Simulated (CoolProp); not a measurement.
Hexamethyldisiloxane (MM) along the isobar 1810 kPa: fugacity coefficient from the reference equation and from simpler models built on Tc = 518.7 K, pc = 1931 kPa, ω = 0.418; each cubic takes its own stable root.

Model: reference Helmholtz-energy equation of state, Thol 2016, in CoolProp.

```tsv
T (K)	phase	reference	van der Waals	Redlich-Kwong	Soave-Redlich-Kwong	Peng-Robinson
245.6	liquid	0.0001232	?	0.001334	0.0001286	0.0001443
282.6	liquid	0.001550	0.06296	0.008685	0.001566	0.001647
319.5	liquid	0.009497	0.1219	0.03257	0.009546	0.009648
356.5	liquid	0.03632	0.2043	0.08588	0.03681	0.03632
393.4	liquid	0.09947	0.3075	0.1773	0.1020	0.09932
430.4	liquid	0.2148	0.4274	0.3080	0.2227	?
467.3	liquid	0.3865	0.5565	0.4687	0.4023	?
504.3	liquid	0.6017	0.6844	0.6401	0.6207	0.5996
541.3	gas	0.7266	?	0.7297	?	0.7168
```

Problem. Complete the blanks.

Solution. 
- 245.6, van der Waals: 0.02630
- 430.4, Peng-Robinson: 0.2153
- 467.3, Peng-Robinson: 0.3883
- 541.3, van der Waals: 0.7496
- 541.3, Soave-Redlich-Kwong: 0.7400
